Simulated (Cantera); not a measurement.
## Silicon nitride deposition: Si₂Cl₆ + NH₃

Charge: 1 mol Si₂Cl₆, a varied amount of NH₃, at 1948 K and 14.0 Pa.

These are equilibrium values from Cantera (NASA tables, ideal gas, pure condensed phases), not measurements of a reactor. Candidate condensed phases: NH₄Cl, Si, Si₃N₄; 28 gas species. The feed counts by its element totals alone. The tables' values for SiCl, SiCl₃, SiN are old estimates; treat these amounts as uncertain. The numbers say what is thermodynamically allowed, not how fast it happens.

| n(NH₃) (mol) | x H₂ | x SiCl₂ | x HCl | x N₂ | x Cl | x H | x Si | x SiCl |
|---|---|---|---|---|---|---|---|---|
| 0.68 | 0.0407 | 0.402 | 0.330 | 0.0717 | 0.117 | 0.0193 | 0.00981 | 0.00729 |
| 1.3 | 0.140 | 0.293 | 0.326 | 0.107 | 0.0625 | 0.0357 | 0.0251 | 0.00994 |
| 1.8 | 0.201 | 0.234 | 0.305 | 0.125 | 0.0487 | 0.0428 | 0.0329 | 0.0102 |
| 2.4 | 0.256 | 0.185 | 0.282 | 0.140 | 0.0399 | 0.0483 | 0.0387 | 0.00981 |
| 3 | 0.298 | 0.150 | 0.262 | 0.152 | 0.0344 | 0.0521 | 0.0422 | 0.00924 |
| 3.6 | 0.330 | 0.124 | 0.246 | 0.160 | 0.0306 | 0.0549 | 0.0443 | 0.00862 |
| 4.2 | 0.357 | 0.105 | 0.232 | 0.167 | 0.0278 | 0.0571 | 0.0455 | 0.00802 |
| 4.7 | 0.376 | 0.0921 | 0.221 | 0.172 | 0.0258 | 0.0586 | 0.0460 | 0.00756 |
| 5.3 | 0.395 | 0.0795 | 0.210 | 0.177 | 0.0240 | 0.0601 | 0.0463 | 0.00704 |
| 5.9 | 0.412 | 0.0693 | 0.201 | 0.181 | 0.0224 | 0.0613 | 0.0462 | 0.00657 |
| 6.5 | 0.427 | 0.0608 | 0.192 | 0.185 | 0.0210 | 0.0624 | 0.0459 | 0.00614 |
x: gas mole fraction; nothing condenses.

From 0.68 mol NH₃ to 6.5 mol NH₃ nothing is condensed. The main Si-bearing gas is SiCl₂ throughout.
